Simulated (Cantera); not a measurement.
Feed: 1 mol CH3OH, 0.013 mol NH3, 0.24 mol N2, held at 1625 °C and 1.20 mbar.

These are equilibrium values from Cantera (NASA tables, ideal gas, pure condensed phases), not measurements of a reactor. Candidate condensed phases: C, C6H6, C7H8, C8H18, H2O; 136 gas species. The numbers say what is thermodynamically allowed, not how fast it happens.

Base state: H2 0.604, CO 0.303, N2 0.0748, H 0.0175 (mole fractions); condensed: gas only.

### Question
What changes in the equilibrium state with this change: pressure from 1.20 mbar to 31.0 mbar?

### Answer
```csv
species,before,after
H2,0.604,0.615
CO,0.303,0.306
N2,0.0748,0.0753
H,0.0175,0.00348
H2O,8.72e-6,4.54e-5
HCN,9.33e-6,4.81e-5
```
